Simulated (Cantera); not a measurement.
Feed: 1 mol SiH4, 0.43 mol NO, 26 mol N2, equilibrated at 1500 °C and 100 Torr.

Method: chemical equilibrium by Gibbs-energy minimisation in Cantera with the NASA 1993 tables (ideal gas, pure condensed phases). Candidate condensed phases: H2O, Si, SiO2, Si2N2O, Si3N4; 35 gas species. Mutual solubility and eutectic melting of coexisting phases are not modelled. Kinetics and transport are ignored.

Base state: N2 0.927, H2 0.0721, SiO 0.000570, H 0.000209 (mole fractions); condensed: Si2N2O(s) + Si3N4(s).

**Question.** What changes in the equilibrium state with this change: SiH4 replaced by SiH2Cl2?

**Answer.** 
```json
[
 {"species": "N2", "before": "0.927", "after": "0.924"},
 {"species": "HCl", "before": "0", "after": "0.0489"},
 {"species": "H2", "before": "0.0721", "after": "0.0111"},
 {"species": "SiCl2", "before": "0", "after": "0.00934"},
 {"species": "SiCl3", "before": "0", "after": "0.000902"},
 {"species": "Cl", "before": "0", "after": "0.000278"},
 {"species": "Si2N2O(s), mol", "before": "0.414", "after": "0.278"},
 {"species": "Si3N4(s), mol", "before": "0.0519", "after": "0"}
]
```
The tables' values for SiCl3 are old estimates; treat these amounts as uncertain. Further candidate phases: NH4Cl.
